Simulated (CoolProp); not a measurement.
Vapour-liquid equilibrium of dimethyl carbonate (1) + n-octane (2) at 378.5 K; x and y are mole fractions of (1).

The numbers come from the multi-fluid Helmholtz-energy mixture model, Zhou 2011 and Beckmüller 2019; pair parameters Bell 2016 in CoolProp.

```tsv
x	bubble pressure, mixture model (MPa)	bubble pressure, Raoult's law (MPa)	y, mixture model	y, Raoult's law
0.05	0.07623	0.06088	0.297	0.132
0.125	0.1011	0.06878	0.500	0.292
0.2	0.1197	0.07668	0.601	0.420
0.275	0.1332	0.08458	0.660	0.523
0.35	0.1429	0.09248	0.699	0.609
0.425	0.1497	0.1004	0.727	0.681
0.5	0.1547	0.1083	0.749	0.743
0.575	0.1584	0.1162	0.767	0.797
0.65	0.1613	0.1241	0.785	0.843
0.725	0.1636	0.1320	0.806	0.884
0.8	0.1654	0.1399	0.833	0.920
0.875	0.1660	0.1478	0.872	0.953
0.95	0.1644	0.1557	0.935	0.982
```

The largest gap from Raoult's law is +57.5 % in bubble pressure, at x = 0.275. y crosses x between x = 0.8 and 0.875: the model has an azeotrope there.

The pair parameters rest on a limited set of measurements; away from them the model extrapolates. With so large a gap from Raoult's law the liquid may split in two, which this calculation doesn't test in full.
